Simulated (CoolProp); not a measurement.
Vapour-liquid equilibrium of R143a (1) + R152A (2) at 291.4 K; x and y are mole fractions of (1).

Model: multi-fluid Helmholtz-energy mixture model, Lemmon and Jacobsen 2000 and Outcalt 1996; pair parameters Bell 2016, in CoolProp.

```
x      bubble pressure (kPa)  y at the bubble point  dew pressure at overall composition x (kPa)  liquid density (mol/L)
-----  ---------------------  ---------------------  -------------------------------------------  ----------------------
0.05                   522.1                  0.106                                        502.3                   13.74
0.125                  573.5                  0.238                                        528.9                   13.54
0.2                    621.9                  0.345                                        557.9                   13.35
0.275                  667.9                  0.436                                        589.5                   13.16
0.35                   711.8                  0.515                                        624.1                   12.96
0.425                  754.2                  0.586                                        661.9                   12.78
0.5                    795.2                  0.650                                        702.9                   12.59
0.575                  835.3                  0.709                                        747.4                   12.40
0.65                   874.6                  0.765                                        795.2                   12.22
0.725                  913.5                  0.818                                        846.3                   12.04
0.8                    951.9                  0.869                                        900.2                   11.86
0.875                  990.2                  0.919                                        956.5                   11.69
0.95                    1028                  0.968                                         1015                   11.51
```

No azeotrope shows between x = 0.05 and 0.95.

The pair parameters rest on a limited set of measurements; away from them the model extrapolates.
